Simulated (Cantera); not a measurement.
An isothermal, constant-pressure homogeneous reactor starts with H2 : O2 : N2 = 1.7 : 1 : 4 (molar parts), at 1400 K and 1.00 bar. Integrator tolerance rtol = 1e-08.

Model: the H2/O2 subset of GRI-Mech 3.0, which has no nitrogen chemistry, integrated in Cantera. The temperature is held fixed by assumption; the heat of reaction is taken as removed at once.

Problem. What does this change do: temperature 1400 to 825 K?

Solution. 
```json
[
 {"quantity": "x(H2) at 10.0 s", "before": "8.25e-7 (gas-phase equilibrium 8.25e-7)", "after": "0.242 (gas-phase equilibrium <1e-12)"},
 {"quantity": "x(O2) at 10.0 s", "before": "0.0256 (gas-phase equilibrium 0.0256)", "after": "0.143 (gas-phase equilibrium 0.0256)"},
 {"quantity": "x(H2O2) at 10.0 s", "before": "5.20e-9 (gas-phase equilibrium 5.20e-9)", "after": "0.000946 (gas-phase equilibrium 8.74e-12)"},
 {"quantity": "x(H2O) at 10.0 s", "before": "0.291 (gas-phase equilibrium 0.291)", "after": "0.0126 (gas-phase equilibrium 0.291)"},
 {"quantity": "x(H) at 10.0 s", "before": "4.45e-9 (gas-phase equilibrium 4.45e-9)", "after": "1.18e-8 (gas-phase equilibrium <1e-12)"},
 {"quantity": "x(HO2) at 10.0 s", "before": "3.18e-8 (gas-phase equilibrium 3.18e-8)", "after": "1.15e-5 (gas-phase equilibrium 1.10e-11)"},
 {"quantity": "x(OH) at 10.0 s", "before": "3.11e-5 (gas-phase equilibrium 3.11e-5)", "after": "1.23e-9 (gas-phase equilibrium 1.85e-9)"}
]
```
Below about 950 K walls govern HO2 and H2O2 in real vessels.
